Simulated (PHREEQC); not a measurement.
NaOH is added in steps, without added water, to 1 kg of water holding 71 mmol/kgw HF and 0.49 mmol/kgw NH4F, at 75 °C. Oxygen alone is held at its pressure in air (log pO2 = -0.68). CO2 from the air is kept out. No solid was allowed to form.

Base run: PHREEQC, ion-association model, phreeqc.dat. Each further column changes one thing. The table gives HF2- (mol/kgw).

| NaOH added (mol) | base | database wateq4f.dat | metal-ligand complexes left out | Davies equation for every ion | all activity coefficients set to 1 |
|---|---|---|---|---|---|
| 0 | 0.00115 | 0.00109 | 0.00115 | 0.00115 | 0.00107 |
| 0.0075 | 0.00209 | 0.00201 | 0.00209 | 0.00210 | 0.00202 |
| 0.01875 | 0.00345 | 0.00337 | 0.00347 | 0.00346 | 0.00342 |
| 0.03 | 0.00417 | 0.00411 | 0.00421 | 0.00420 | 0.00415 |
| 0.0375 | 0.00422 | 0.00418 | 0.00426 | 0.00425 | 0.00420 |
| 0.045 | 0.00390 | 0.00388 | 0.00395 | 0.00393 | 0.00388 |
| 0.05625 | 0.00274 | 0.00275 | 0.00278 | 0.00276 | 0.00272 |
| 0.0675 | 0.000771 | 0.000779 | 0.000784 | 0.000780 | 0.000764 |
| 0.075 | 4.82e-9 | 4.67e-9 | 5.06e-9 | 4.90e-9 | 4.75e-9 |

At this temperature some constants are extrapolated from 25 °C, and those without enthalpy data are left unchanged. phreeqc.dat and wateq4f.dat share most of their constants, so their agreement is no independent check.
